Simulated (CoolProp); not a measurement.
Saturation properties of propylene (Tc = 91.1 °C, pc = 4.555 MPa, ω = 0.146).

Computed with CoolProp (reference Helmholtz-energy equation of state, Lemmon 2013).

| T (°C) | p (MPa) | enthalpy of vaporisation (kJ/kg) | surface tension (mN/m) | liquid viscosity (µPa s) | vapour viscosity (µPa s) |
|---|---|---|---|---|---|
| 14.55 | 0.8813 | … | 8.28 | 105 | 8.40 |
| 21.45 | 1.056 | … | 7.40 | … | 8.72 |
| 28.25 | 1.251 | 328.5 | … | 92.1 | 9.08 |
| 35.15 | 1.475 | 314.2 | … | 86.2 | 9.48 |
| 41.95 | 1.722 | 298.8 | 4.89 | 80.6 | 9.93 |
| 48.75 | 2.000 | … | 4.10 | 75.1 | 10.5 |
| 55.65 | 2.313 | … | … | 69.7 | 11.1 |
| 62.45 | 2.656 | 241.7 | 2.58 | 64.3 | 11.9 |
| 69.35 | 3.042 | 216.8 | 1.86 | 58.7 | 12.8 |
| 76.15 | 3.463 | 186.9 | 1.19 | 52.9 | 14.1 |

Question: Some entries are withheld; supply them.

Answer: 
- 14.55, enthalpy of vaporisation (kJ/kg): 354.0
- 21.45, enthalpy of vaporisation (kJ/kg): 341.6
- 21.45, liquid viscosity (µPa s): 98.3
- 28.25, surface tension (mN/m): 6.55
- 35.15, surface tension (mN/m): 5.71
- 48.75, enthalpy of vaporisation (kJ/kg): 281.9
- 55.65, enthalpy of vaporisation (kJ/kg): 262.9
- 55.65, surface tension (mN/m): 3.32

It boils at -47.6 °C under 1 atm.

Viscosity comes from a separate model (Huber 2003), an estimate that may be off by 10 % or more. Surface tension comes from a separate correlation (Mulero 2012).
